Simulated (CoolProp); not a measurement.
Vapour-liquid equilibrium of n-pentane (1) + toluene (2) at 643 kPa; x and y are mole fractions of (1).

Values from CoolProp's multi-fluid Helmholtz-energy mixture model, Thol 2019 and Lemmon 2006; pair parameters Bell 2016.

```tsv
x	bubble temperature, mixture model (°C)	bubble temperature, Raoult's law (°C)	y, mixture model	y, Raoult's law
0.05	180.9	181.8	0.197	0.209
0.15	163.6	165.9	0.466	0.486
0.25	150.4	153.2	0.629	0.655
0.35	140.2	142.9	0.733	0.764
0.45	132.2	134.2	0.804	0.838
0.55	125.5	126.9	0.857	0.890
0.65	119.8	120.5	0.898	0.927
0.75	114.8	115.0	0.931	0.955
0.85	110.1	110.1	0.961	0.977
0.95	105.8	105.7	0.987	0.993
```

The largest gap from Raoult's law is -2.8 K in bubble temperature, at x = 0.25. No azeotrope shows between x = 0.05 and 0.95.

Pair parameters are fitted to limited data, so mixtures are less certain than the pure fluids.
